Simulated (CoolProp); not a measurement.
Computed with CoolProp (reference Helmholtz-energy equation of state, Schmidt 1985). Above 300 K oxygen's equation is extrapolated.

Q: For oxygen, give the phase and the speed of sound (m/s), viscosity (µPa s) at 84.7 K and 26.9 MPa; 190.2 K and 26.9 MPa.

A: 
- 84.7 K and 26.9 MPa: liquid; speed of sound 1050, viscosity 285
- 190.2 K and 26.9 MPa: supercritical; speed of sound 489, viscosity 51.3

Viscosity comes from a separate model (Lemmon 2004).
